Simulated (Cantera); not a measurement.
## Adiabatic ignition

An adiabatic, constant-pressure homogeneous reactor starts with CH4 : O2 : N2 : H2 = 1 : 5.71 : 21.5 : 2.3 (molar parts), at 1773 K and 25.0 bar.

Model: GRI-Mech 3.0 (53 species, 325 reactions), integrated in Cantera. The pressure lies above the range GRI-Mech 3.0 was tuned for (to about 10 atm).

```json
[
 {"t (s)": "2.00e-6", "T (K)": "2743", "x CH4": "<1e-12", "x O2": "0.0863", "x N2O": "4.63e-6", "x HCN": "2.16e-10", "x NO": "0.000115"},
 {"t (s)": "6.78e-6", "T (K)": "2825", "x CH4": "<1e-12", "x O2": "0.0838", "x N2O": "5.27e-6", "x HCN": "5.04e-11", "x NO": "0.000606"},
 {"t (s)": "2.30e-5", "T (K)": "2823", "x CH4": "<1e-12", "x O2": "0.0830", "x N2O": "5.26e-6", "x HCN": "5.59e-11", "x NO": "0.00218"},
 {"t (s)": "7.79e-5", "T (K)": "2816", "x CH4": "<1e-12", "x O2": "0.0809", "x N2O": "5.26e-6", "x HCN": "7.13e-11", "x NO": "0.00674"},
 {"t (s)": "0.000264", "T (K)": "2802", "x CH4": "<1e-12", "x O2": "0.0767", "x N2O": "5.38e-6", "x HCN": "9.42e-11", "x NO": "0.0155"},
 {"t (s)": "0.000894", "T (K)": "2793", "x CH4": "<1e-12", "x O2": "0.0743", "x N2O": "5.52e-6", "x HCN": "1.04e-10", "x NO": "0.0205"},
 {"t (s)": "0.00303", "T (K)": "2793", "x CH4": "<1e-12", "x O2": "0.0742", "x N2O": "5.53e-6", "x HCN": "1.05e-10", "x NO": "0.0207"},
 {"t (s)": "0.0103", "T (K)": "2793", "x CH4": "<1e-12", "x O2": "0.0742", "x N2O": "5.53e-6", "x HCN": "1.05e-10", "x NO": "0.0207"},
 {"t (s)": "0.0348", "T (K)": "2793", "x CH4": "<1e-12", "x O2": "0.0742", "x N2O": "5.53e-6", "x HCN": "1.05e-10", "x NO": "0.0207"},
 {"t (s)": "0.118", "T (K)": "2793", "x CH4": "<1e-12", "x O2": "0.0742", "x N2O": "5.53e-6", "x HCN": "1.05e-10", "x NO": "0.0207"},
 {"t (s)": "0.400", "T (K)": "2793", "x CH4": "<1e-12", "x O2": "0.0742", "x N2O": "5.53e-6", "x HCN": "1.05e-10", "x NO": "0.0207"}
]
```
x: mole fraction; the columns are a selection and need not sum to one.

```json
{
 "time_of_steepest_temperature_rise": "1.09 µs",
 "temperature at 0.400 s": "2793 K",
 "equilibrium_temperature": "2793 K",
 "x(CH4) at 0.400 s": "<1e-12 (gas-phase equilibrium <1e-12)",
 "x(O2) at 0.400 s": "0.0742 (gas-phase equilibrium 0.0742)",
 "x(N2O) at 0.400 s": "5.53e-6 (gas-phase equilibrium 5.53e-6)"
}
```
